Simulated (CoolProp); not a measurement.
Vapour-liquid equilibrium of acetone (1) + cyclohexane (2) at 360 kPa; x and y are mole fractions of (1).

Values from CoolProp's multi-fluid Helmholtz-energy mixture model, Lemmon 2006 and Zhou 2014; pair parameters Bell 2016.

```json
[
 {"x": "0.05", "bubble temperature (K)": "392.7", "y at the bubble point": "0.227", "dew temperature at overall composition x (K)": "400.7", "liquid density (mol/L)": "8.148"},
 {"x": "0.125", "bubble temperature (K)": "383.7", "y at the bubble point": "0.405", "dew temperature at overall composition x (K)": "397.4", "liquid density (mol/L)": "8.413"},
 {"x": "0.2", "bubble temperature (K)": "378.7", "y at the bubble point": "0.498", "dew temperature at overall composition x (K)": "394.0", "liquid density (mol/L)": "8.644"},
 {"x": "0.275", "bubble temperature (K)": "375.8", "y at the bubble point": "0.554", "dew temperature at overall composition x (K)": "390.3", "liquid density (mol/L)": "8.867"},
 {"x": "0.35", "bubble temperature (K)": "373.9", "y at the bubble point": "0.593", "dew temperature at overall composition x (K)": "386.6", "liquid density (mol/L)": "9.096"},
 {"x": "0.425", "bubble temperature (K)": "372.6", "y at the bubble point": "0.624", "dew temperature at overall composition x (K)": "382.6", "liquid density (mol/L)": "9.338"},
 {"x": "0.5", "bubble temperature (K)": "371.7", "y at the bubble point": "0.652", "dew temperature at overall composition x (K)": "378.6", "liquid density (mol/L)": "9.598"},
 {"x": "0.575", "bubble temperature (K)": "370.9", "y at the bubble point": "0.681", "dew temperature at overall composition x (K)": "374.8", "liquid density (mol/L)": "9.882"},
 {"x": "0.65", "bubble temperature (K)": "370.4", "y at the bubble point": "0.712", "dew temperature at overall composition x (K)": "371.7", "liquid density (mol/L)": "10.19"},
 {"x": "0.725", "bubble temperature (K)": "370.0", "y at the bubble point": "0.750", "dew temperature at overall composition x (K)": "370.2", "liquid density (mol/L)": "10.52"},
 {"x": "0.8", "bubble temperature (K)": "369.9", "y at the bubble point": "0.796", "dew temperature at overall composition x (K)": "369.9", "liquid density (mol/L)": "10.89"},
 {"x": "0.875", "bubble temperature (K)": "370.2", "y at the bubble point": "0.855", "dew temperature at overall composition x (K)": "370.4", "liquid density (mol/L)": "11.27"},
 {"x": "0.95", "bubble temperature (K)": "371.0", "y at the bubble point": "0.933", "dew temperature at overall composition x (K)": "371.2", "liquid density (mol/L)": "11.69"}
]
```

y crosses x between x = 0.725 and 0.8: the model has an azeotrope there.

Pair parameters are fitted to limited data, so mixtures are less certain than the pure fluids.
